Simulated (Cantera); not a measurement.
Standard-state values (1 bar) from the NASA 1993 polynomials, evaluated with Cantera. Values are per mole of reaction as written; species without (g) are pure solids or liquids, kept so even where they would boil at 1 bar.

H2(g) + I2(g) = 2 HI(g), with ΔH° = -9.7 kJ and ΔS° = 21.8 J/K at 300 K.

**Question.** How far is the shortcut ΔG° ≈ ΔH°(300 K) − T·ΔS°(300 K) from the full temperature-dependent value at 800, 875, 950, 1025, 1100, 1175, 1250, 1325, 1400, 1475 K?

**Answer.** 
| T (K) | shortcut (kJ) | full (kJ) | difference (kJ) | difference in log10 K |
|---|---|---|---|---|
| 800 | -27.1 | -25.0 | -2.1 | 0.14 |
| 875 | -28.8 | -26.2 | -2.6 | 0.16 |
| 950 | -30.4 | -27.3 | -3.1 | 0.17 |
| 1025 | -32.0 | -28.4 | -3.7 | 0.19 |
| 1100 | -33.7 | -29.4 | -4.2 | 0.20 |
| 1175 | -35.3 | -30.5 | -4.8 | 0.21 |
| 1250 | -36.9 | -31.6 | -5.4 | 0.22 |
| 1325 | -38.6 | -32.6 | -5.9 | 0.23 |
| 1400 | -40.2 | -33.7 | -6.5 | 0.24 |
| 1475 | -41.8 | -34.7 | -7.1 | 0.25 |
The shortcut ignores the heat-capacity change of the reaction.
